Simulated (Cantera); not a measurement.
A Cantera script and what it prints.

```python
import numpy as np
import cantera as ct

gas_names = [...]  # 110 gases of nasa_gas.yaml made of C, H, O
cond_names = """
    C(gr) C6H6(L) C7H8(L) C8H18(L),n-octa H2O(s) H2O(L)
""".split()


# ... load() reads the species with a 1 bar reference pressure and builds the phases ...
atoms = {
    'C3H6': {'C': 3, 'H': 6},
    'H2': {'H': 2},
    'O2': {'O': 2},
}
top_T = {'C(gr)': 4500}  # K; cautious upper limits of use, not melting points


# ... equilibrate(T, P, feed) seeds the gas with the atoms and calls Mixture.equilibrate('TP', solver="vcs", rtol=1e-11, max_steps=5000) ...
results = []
feed = {'C3H6': 1, 'H2': 6, 'O2': 0.3}  # mol
T = 1625  # K
P = 470000  # Pa
mix = equilibrate(T, P, feed)
results.append((T, P, feed, dict(zip(mix.species_names, mix.species_moles))))
x = sorted(zip(gas.X, gas.species_names), reverse=True)
print(f"T = {T:g} K  P = {P:g} Pa  gas = {mix.phase_moles(0):.4g} mol")
print("   x: " + "  ".join(f"{s} {v:.3e}" for v, s in x if v > 1e-06))
print("   condensed (mol): " + ("  ".join(f"{mix.phase(i).name} {mix.phase_moles(i):.4g}"
      for i in range(1, mix.n_phases) if mix.phase_moles(i) > 1e-12) or "none"))
```

It prints:

```
T = 1625 K  P = 470000 Pa  gas = 9.541 mol
   x: H2 9.310e-01  CO 6.267e-02  CH4 5.991e-03  H2O 2.052e-04  C2H2,acetylene 3.311e-05  H 3.140e-05  C2H4 1.301e-05  CO2 4.442e-06  CH3 4.114e-06
   condensed (mol): C(gr) 2.344
```

These are equilibrium values from Cantera (NASA tables, ideal gas, pure condensed phases), not measurements of a reactor.
